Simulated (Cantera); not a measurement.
**Transport properties of process gases**

Gas mixture: N2O = 0.29 (molar parts), at 0.000819 atm, frozen composition.

Cantera's kinetic-theory transport with the Lennard-Jones parameters of GRI-Mech 3.0, ideal gas; thermal conductivity in the mixture-averaged form. The composition is frozen, though it would react at the higher temperatures.

| T (K) | ρ (kg/m³) | cp (J/kg/K) | μ (µPa s) | λ (mW/m/K) | Pr | D (cm²/s) NH3 | D (cm²/s) H2O | D (cm²/s) O |
|---|---|---|---|---|---|---|---|---|
| 400 | 0.00110 | 970.3 | 19.5 | 25.5 | 0.741 | 344 | 357 | 513 |
| 600 | 0.000732 | 1101 | 27.3 | 40.7 | 0.739 | 748 | 780 | 1040 |
| 800 | 0.000549 | 1192 | 34.0 | 54.9 | 0.739 | 1270 | 1330 | 1700 |
| 1000 | 0.000439 | 1255 | 40.0 | 68.0 | 0.739 | 1890 | 1990 | 2470 |
| 1200 | 0.000366 | 1294 | 45.5 | 80.1 | 0.735 | 2610 | 2750 | 3360 |
| 1400 | 0.000314 | 1327 | 50.5 | 91.4 | 0.733 | 3400 | 3600 | 4340 |
| 1600 | 0.000275 | 1353 | 55.2 | 102 | 0.732 | 4280 | 4530 | 5420 |
D: mixture-averaged diffusion coefficient of that species in the mixture.
